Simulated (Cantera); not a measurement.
A closed system holds: 1 mol Ta₂O₅, 0.34 mol C, 0.026 mol CO, equilibrated at 2375 K and 3.20 bar.

These are equilibrium values from Cantera (NASA tables, ideal gas, pure condensed phases), not measurements of a reactor. Candidate condensed phases: C, Ta, TaC, Ta₂O₅; 15 gas species. Mutual solubility and eutectic melting of coexisting phases are not modelled. TaC: taken at fixed stoichiometry. Condensed phases not in the tables: Ta₂C. Equilibrium is a limit: real reactors are often held back by kinetics, nucleation or transport.

Base state: CO 0.998, CO₂ 0.00244, TaO₂ 3.29e-5 (mole fractions); condensed: TaC(s) + Ta₂O₅(l).

What changes in the equilibrium state with this change: temperature from 2375 K to 800 K?


```json
[
 {"species": "CO₂", "before": "0.00244", "after": "0.945"},
 {"species": "CO", "before": "0.998", "after": "0.0547"},
 {"species": "TaO₂", "before": "3.29e-5", "after": "<1e-9"},
 {"species": "TaC(s), mol", "before": "0.0973", "after": "0"},
 {"species": "Ta₂O₅(l), mol", "before": "0.951", "after": "0"},
 {"species": "C(graphite), mol", "before": "0", "after": "0.353"},
 {"species": "Ta₂O₅(s), mol", "before": "0", "after": "1.00"}
]
```

What changes in the equilibrium state with this change: temperature from 2375 K to 1100 K?


```json
[
 {"species": "CO", "before": "0.998", "after": "0.813"},
 {"species": "CO₂", "before": "0.00244", "after": "0.187"},
 {"species": "TaO₂", "before": "3.29e-5", "after": "<1e-9"},
 {"species": "TaC(s), mol", "before": "0.0973", "after": "0"},
 {"species": "Ta₂O₅(l), mol", "before": "0.951", "after": "0"},
 {"species": "C(graphite), mol", "before": "0", "after": "0.344"},
 {"species": "Ta₂O₅(s), mol", "before": "0", "after": "1.00"}
]
```
